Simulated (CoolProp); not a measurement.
Dimethyl carbonate along the isotherm 451.1 K: fugacity coefficient from the reference equation and from simpler models built on Tc = 557.0 K, pc = 4909 kPa, ω = 0.346; each cubic takes its own stable root.

Model: reference Helmholtz-energy equation of state, Zhou 2011, in CoolProp.

```json
[
 {"p (kPa)": "3070", "phase": "liquid", "reference": "0.2723"},
 {"p (kPa)": "6140", "phase": "liquid", "reference": "0.1485"},
 {"p (kPa)": "9200", "phase": "liquid", "reference": "0.1080"},
 {"p (kPa)": "12300", "phase": "liquid", "reference": "0.08803"},
 {"p (kPa)": "15300", "phase": "liquid", "reference": "0.07686"},
 {"p (kPa)": "18400", "phase": "liquid", "reference": "0.06956"},
 {"p (kPa)": "21500", "phase": "liquid", "reference": "0.06474"},
 {"p (kPa)": "24500", "phase": "liquid", "reference": "0.06159"}
]
```

Question: How far does each simpler model (van der Waals, Redlich-Kwong, Peng-Robinson) lie from the reference over these 8 states: mean and median of the absolute difference, and the worst?

Answer: 
- van der Waals: mean 142.7 %, median 142.4 %, worst +184.9 % at 451.1 K and 24500 kPa
- Redlich-Kwong: mean 47.2 %, median 47.5 %, worst +53.6 % at 451.1 K and 24500 kPa
- Peng-Robinson: mean 0.2 %, median 0.2 %, worst -0.6 % at 451.1 K and 24500 kPa
